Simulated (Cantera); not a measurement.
A Cantera script and its output.

```python
import numpy as np
import cantera as ct

gas = ct.Solution("gri30.yaml")
gas.TPX = 1098, 1333, {'C3H8': 1, 'H2': 5.2}
reactor = ct.IdealGasConstPressureReactor(gas, energy="off", clone=False)
net = ct.ReactorNet([reactor])
net.rtol, net.atol = 1e-08, 1e-18
show = ['C3H8', 'H2', 'CH4', 'C2H4', 'C2H6']
times = np.geomspace(0.0003, 2, 10)

steps = ct.SolutionArray(gas, extra=["t"])
rows = []
print(f"{'t/s':>10s}{'T/K':>9s}{'P/Pa':>11s}" + "".join(f"{s:>11s}" for s in show))
for t in times:
    while net.time < t:
        t_next = net.step()
        steps.append(gas.state, t=t_next)
    rows.append([np.interp(t, steps.t, y) for y in (steps.T, steps.P, *steps(*show).X.T)])
    print(f"{t:10.3e}{rows[-1][0]:9.1f}{rows[-1][1]:11.4g}" + "".join(f"{x:11.3e}" for x in rows[-1][2:]))
rate = np.gradient(steps.T, steps.t)
print("integrator steps:", len(steps.t))
if steps.T.max() > steps.T[0] + 200:
    print(f"time of steepest temperature rise: {steps.t[rate.argmax()]:.4e} s")
gas.TPX = 1098, 1333, {'C3H8': 1, 'H2': 5.2}
gas.equilibrate("TP")
print(f"equilibrium (TP): T = {gas.T:.1f} K  " + "  ".join(f"{s} {gas[s].X[0]:.3e}" for s in show))
```

Output:

```
       t/s      T/K       P/Pa       C3H8         H2        CH4       C2H4       C2H6
 3.000e-04   1098.0       1333  1.613e-01  8.387e-01  1.876e-06  3.414e-06  3.644e-07
 7.980e-04   1098.0       1333  1.613e-01  8.387e-01  1.572e-05  2.461e-05  1.911e-06
 2.123e-03   1098.0       1333  1.611e-01  8.386e-01  1.324e-04  1.681e-04  7.742e-06
 5.646e-03   1098.0       1333  1.600e-01  8.378e-01  9.955e-04  1.103e-03  2.920e-05
 1.502e-02   1098.0       1333  1.542e-01  8.337e-01  5.711e-03  6.000e-03  1.377e-04
 3.995e-02   1098.0       1333  1.360e-01  8.208e-01  2.085e-02  2.156e-02  4.995e-04
 1.063e-01   1098.0       1333  9.597e-02  7.924e-01  5.435e-02  5.581e-02  1.171e-03
 2.827e-01   1098.0       1333  3.555e-02  7.494e-01  1.055e-01  1.070e-01  1.630e-03
 7.519e-01   1098.0       1333  3.631e-03  7.266e-01  1.335e-01  1.320e-01  1.135e-03
 2.000e+00   1098.0       1333  2.815e-04  7.246e-01  1.366e-01  1.320e-01  8.452e-04
integrator steps: 748
equilibrium (TP): T = 1098.0 K  C3H8 5.910e-08  H2 6.022e-01  CH4 3.498e-01  C2H4 1.703e-02  C2H6 7.880e-05
```

Computed with Cantera and GRI-Mech 3.0 (53 species, 325 reactions). GRI-Mech 3.0 was tuned for natural gas; its chemistry of propane as a main component is partial and can be far from experiment. GRI-Mech 3.0 stops at C3 and has no aromatics, soot or wall deposition, so with more carbon than oxygen in the feed, carbon stays in small species such as C2H2 where larger ones or solid carbon would form. Radical loss at walls, strong at low pressure, is not modelled.
